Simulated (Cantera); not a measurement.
# Hydrocarbon pyrolysis for carbon deposition

An isothermal, constant-pressure homogeneous reactor starts with C2H6 : N2 = 1 : 4.2 (molar parts), at 1798 K and 1.05 Torr.

Cantera simulation using GRI-Mech 3.0 (53 species, 325 reactions); the numbers are that mechanism's predictions, not measurements. GRI-Mech 3.0 stops at C3 and has no aromatics, soot or wall deposition, so with more carbon than oxygen in the feed, carbon stays in small species such as C2H2 where larger ones or solid carbon would form. Radical loss at walls, strong at low pressure, is not modelled.

```tsv
t (s)	x C2H6	x CH4	x CH2	x C2H2	x CH3	x H2
2.00e-5	0.190	8.41e-6	3.20e-8	1.23e-11	0.00307	6.53e-7
6.32e-5	0.186	8.26e-5	1.04e-6	1.05e-9	0.00948	1.22e-5
0.000200	0.174	0.000774	2.29e-5	1.70e-7	0.0274	0.000482
0.000632	0.128	0.00608	0.000143	9.52e-5	0.0638	0.0118
0.00200	0.0270	0.0330	0.000275	0.0107	0.0862	0.0698
0.00632	0.000204	0.0515	0.000109	0.0763	0.0232	0.164
0.0200	2.51e-5	0.0453	2.75e-5	0.110	0.00691	0.208
0.0632	7.82e-6	0.0380	1.01e-5	0.122	0.00323	0.226
0.200	3.04e-6	0.0297	4.95e-6	0.127	0.00186	0.239
0.632	1.22e-6	0.0190	3.30e-6	0.131	0.00116	0.253
2.00	2.72e-7	0.00743	2.33e-6	0.136	0.000587	0.267
6.32	1.44e-8	0.00117	1.32e-6	0.138	0.000169	0.275
20.0	7.53e-11	5.78e-5	3.09e-7	0.139	1.79e-5	0.275
```
x: mole fraction; the columns are a selection and need not sum to one.

Equilibrium at this temperature and pressure: C2H6 <1e-12, CH4 3.27e-6, CH2 2.42e-8, C2H2 0.0770, CH3 1.19e-6, H2 0.275 (gas phase only).
